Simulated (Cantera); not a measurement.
A Cantera script and what it prints.

```python
import numpy as np
import cantera as ct

gas_names = """
    Hg N NO NO2 NO3 N2 N2O O O2 O3
""".split()
cond_names = """
    Hg(cr) Hg(L) HgO(s)
""".split()


# ... load() reads the species with a 1 bar reference pressure and builds the phases ...
atoms = {
    'HgO': {'Hg': 1, 'O': 1},
    'O2': {'O': 2},
    'N2': {'N': 2},
}
top_T = {}  # K; cautious upper limits of use, not melting points


# ... equilibrate(T, P, feed) seeds the gas with the atoms and calls Mixture.equilibrate('TP', solver="vcs", rtol=1e-11, max_steps=5000) ...
results = []
feed = {'HgO': 1, 'O2': 0.054, 'N2': 12}  # mol
T = 623  # K
P = 23  # Pa
mix = equilibrate(T, P, feed)
results.append((T, P, feed, dict(zip(mix.species_names, mix.species_moles))))
x = sorted(zip(gas.X, gas.species_names), reverse=True)
print(f"T = {T:g} K  P = {P:g} Pa  gas = {mix.phase_moles(0):.4g} mol")
print("   x: " + "  ".join(f"{s} {v:.3e}" for v, s in x if v > 0.0001))
print("   condensed (mol): " + ("  ".join(f"{mix.phase(i).name} {mix.phase_moles(i):.4g}"
      for i in range(1, mix.n_phases) if mix.phase_moles(i) > 1e-12) or "none"))
```

Output:

```
T = 623 K  P = 23 Pa  gas = 13.55 mol
   x: N2 8.853e-01  Hg 7.378e-02  O2 4.087e-02
   condensed (mol): none
```

Cantera equilibrium calculation (NASA polynomials, part measured and part estimated; ideal gas, pure solids and liquids).
